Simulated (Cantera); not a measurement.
Feed: 1 mol C3H8, 10 mol H2, 0.17 mol N2, held at 2225 K and 100000 Pa.

Cantera equilibrium calculation (NASA polynomials, part measured and part estimated; ideal gas, pure solids and liquids). Candidate condensed phases: C, C6H6, C7H8, C8H18; 92 gas species. Rates play no part.

Base state: H2 0.977, N2 0.0102, H 0.00640, HCN 0.00326, C2H2 (acetylene) 0.00287, HNC 0.000267, CH4 0.000238, CH3 2.97e-5 (mole fractions); condensed: C(graphite).

What changes in the equilibrium state with this change: N2 from 0.17 to 2.9 mol?


```
species             before     after
----------------  --------  --------
H2                   0.977     0.814
N2                  0.0102     0.165
HCN                0.00326    0.0120
HNC               0.000267  0.000980
CH4               0.000238  0.000165
CH3                2.97e-5   2.26e-5
C2H2 (acetylene)   0.00287   0.00239
H                  0.00640   0.00584
C(graphite), mol      2.86      2.70
```
